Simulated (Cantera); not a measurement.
An isothermal, constant-pressure homogeneous reactor starts with CH4 : O2 : N2 : H2O = 0.0088 : 0.0076 : 1 : 0.0014 (molar parts), equivalence ratio 2.3, at 1325 K and 1000000 Pa.

Model: GRI-Mech 3.0 (53 species, 325 reactions), integrated in Cantera.

**Question.** Predict: x(CH4) at 70.0 s; x(C2H2) at 70.0 s; x(H2) at 70.0 s.

**Answer.** 
- x(CH4) at 70.0 s = 0.00132 (gas-phase equilibrium 1.10e-8)
- x(C2H2) at 70.0 s = 0.000593 (gas-phase equilibrium <1e-12)
- x(H2) at 70.0 s = 0.00709 (gas-phase equilibrium 0.0126)
